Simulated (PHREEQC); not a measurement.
KOH is added in steps, without added water, to 1 kg of water holding 20 mmol/kgw KH2PO4, 0.05 mmol/kgw K2HPO4 and 0.45 mmol/kgw KCl, at 25 °C. Oxygen alone is held at its pressure in air (log pO2 = -0.68). CO2 from the air is kept out. Nothing may precipitate in this run.

Base run: PHREEQC, ion-association model, phreeqc.dat. Each further column changes one thing. The table gives PO4-3 (mol/kgw).

```tsv
KOH added (mol)	base	KCl left out	diluted 10-fold with water	K2HPO4 replaced by KHSO4 at the same molality	solids may form
0	6.06e-12	6.03e-12	1.10e-12	1.87e-12	6.06e-12
0.00275	4.49e-9	4.48e-9	8.16e-5	4.16e-9	4.49e-9
0.006417	3.16e-8	3.15e-8	0.000433	3.05e-8	3.16e-8
0.009167	8.24e-8	8.23e-8	0.000644	8.02e-8	8.24e-8
0.01283	2.51e-7	2.50e-7	0.000869	2.45e-7	2.51e-7
0.01558	6.11e-7	6.10e-7	0.00100	5.96e-7	6.11e-7
0.01925	5.55e-6	5.55e-6	0.00115	5.16e-6	5.55e-6
0.022	0.00135	0.00135	0.00123	0.00131	0.00135
```

 Solids allowed in the column 'solids may form': Sylvite.
